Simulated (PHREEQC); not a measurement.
Synthetic water in mg/L, 25 °C, pH 6.29, pe -0.7:

```tsv
constituent	mg/L
Na	1.8
K	0.0183
Ca	0.327
Mg	0.112
Cl	1.75
S(6) as SO4	1.56
Alkalinity as HCO3	1.4
Mn(2)	0.00105
Br	0.00102
F	0.0374
N(-3) as NH4	0.000463
Fe(2)	0.00564
```

Valence states are taken as typed.

The numbers come from PHREEQC with the ion-association model, wateq4f.dat.

Precipitation was switched off in this run.

### Question
What charge-balance error does the model give?

### Answer
charge-balance error -1.0 %.

### Question
In which forms is C present?

### Answer
CO2 53 %, HCO3- 47 % of the C.

Fluoro complexes past AlF4- and FeF3 are missing from the database.
